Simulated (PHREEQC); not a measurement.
1 kg of water holding 0.29 mol/kgw NaCl and 0.22 mol/kgw KCl is evaporated at 25 °C; the solids stay in contact with the brine. CO2 from the air is kept out. Solids allowed: Halite, Sylvite. Others were left out.

The series has 28 steps of water left (kg), from 1 to 0.005012.

Computed with PHREEQC (Pitzer model, pitzer.dat).

Question: Which solids form, in which order, and at which step of the series does each first stand?

Answer: Sylvite from water left = 0.07809 kg; Halite from water left = 0.05275 kg.

Complexes and solids missing from the database can't appear.
